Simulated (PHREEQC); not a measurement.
Dissolve 0.00036 mol PbCl2 and 0.00034 mol NaNO3 per kg of water at 60 °C. Closed to the air; pH follows from the charge balance.

Computed with PHREEQC (ion-association model, phreeqc.dat).

| quantity | before | after |
|---|---|---|
| pH | 5.62 | 5.62 |
| Pb+2 (mol/kgw) | 0.000339 | 0.000332 |
| PbCl+ (mol/kgw) | 1.72e-5 | 2.42e-5 |
| PbOH+ (mol/kgw) | 2.42e-6 | 2.36e-6 |
| PbNO3+ (mol/kgw) | 1.42e-6 | 1.38e-6 |
| Pb2OH+3 (mol/kgw) | 2.20e-8 | 2.11e-8 |
| SI of Pb(OH)2 (Pb(OH)2) | +0.62 | +1.13 |
| SI of Halite (NaCl) | -8.26 | -8.27 |

Problem. Name the change that produced these shifts.
(A) NaNO3 from 0.00034 to 3.4e-05 mol/kgw
(B) diluted 10-fold with water
(C) diluted 100-fold with water
(D) temperature from 60 to 80 °C
(E) PbCl2 from 0.00036 to 7.2e-05 mol/kgw

Solution. D, temperature from 60 to 80 °C

No solid was allowed to form. Some of these states are supersaturated (in Pb(OH)2, for instance). Away from 25 °C the constants follow the database's enthalpies or fits; those with neither stay at their 25 °C values.
